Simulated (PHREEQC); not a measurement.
Model water analysis in mg/L, 25 °C, pH 3.57, pe 8.9:

```
constituent   mg/L
-----------  -----
Na             139
K             1.94
Ca             149
Mg            46.4
Cl             194
S(6) as SO4    724
B            0.875
Fe(3)         15.2
Al            28.2
Cu(2)         10.2
Pb            91.9
```

Valence states are taken as typed.

Equilibrium calculation in PHREEQC: ion-association model, wateq4f.dat.

Precipitation was switched off in this run.

Q: Estimate the ionic strength.

A: ionic strength 0.0269 mol/kgw.

Q: In which forms is Fe present?

A: FeOH+2 37 %, Fe(OH)2+ 29 %, FeSO4+ 29 %, Fe+3 2.7 %, Fe(SO4)2- 1.7 %, Fe2(OH)2+4 0.7 % of the Fe.

Saturation is exceeded, for instance for Anglesite, Jarosite-K; the values hold only as long as no solid forms. Complexes and solids missing from the database can't appear.
